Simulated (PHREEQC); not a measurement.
Dissolve 0.0023 mol NaOH and 0.0057 mol K2SiO3 per kg of water at 8 °C. Closed to the air; pH follows from the charge balance.

Model: ion-association model, wateq4f.dat, run in PHREEQC.

The pH is 12.44, the ionic strength is 0.0141 mol/kgw and the total alkalinity is 13.7 meq/kg.

```tsv
species	molality	activity	log γ
K+	0.0114	0.0101	-0.052
OH-	0.00762	0.00676	-0.052
H3SiO4-	0.00527	0.00469	-0.051
Na+	0.00230	0.00205	-0.050
H2SiO4-2	0.000406	0.000259	-0.195
H4SiO4	2.22e-5	2.23e-5	0.001
```

No solid was allowed to form. Away from 25 °C the constants follow the database's enthalpies or fits; those with neither stay at their 25 °C values.
